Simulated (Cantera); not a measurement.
A perfectly stirred reactor is fed with 3.42 % CH4, 4.79 % CO, 19.3 % O2, 72.5 % N2, equivalence ratio 0.48, at 2.07 atm; it is adiabatic with a 375 K inlet, and is followed from long to short residence time, starting on the burning branch (τ in s: 0.3, 0.083, 0.023, 0.0061, 0.0017, 0.00045, 0.00012, 3.4e-05, 9.2e-06).

Model: GRI-Mech 3.0 (53 species, 325 reactions), integrated in Cantera.

### Question
Predict: blow-out, bracketed by the residence times tried; x(CH4) at τ = 0.300 s; x(CO) at τ = 0.300 s; x(O2) at τ = 0.300 s; x(OH) at τ = 0.300 s; x(N2O) at τ = 0.300 s; x(CH4) at τ = 1.70 ms; x(CO) at τ = 1.70 ms; x(O2) at τ = 1.70 ms; x(OH) at τ = 1.70 ms; x(N2O) at τ = 1.70 ms.

### Answer
```
Item                                                                           Result
------------------------------------------------  -----------------------------------
blow-out, bracketed by the residence times tried  burning at 1.70 ms, out at 0.450 ms
x(CH4) at τ = 0.300 s                                                         5.58e-6
x(CO) at τ = 0.300 s                                                         0.000191
x(O2) at τ = 0.300 s                                                            0.103
x(OH) at τ = 0.300 s                                                         0.000269
x(N2O) at τ = 0.300 s                                                         7.99e-7
x(CH4) at τ = 1.70 ms                                                        0.000188
x(CO) at τ = 1.70 ms                                                          0.00744
x(O2) at τ = 1.70 ms                                                            0.106
x(OH) at τ = 1.70 ms                                                          0.00103
x(N2O) at τ = 1.70 ms                                                         1.25e-6
```
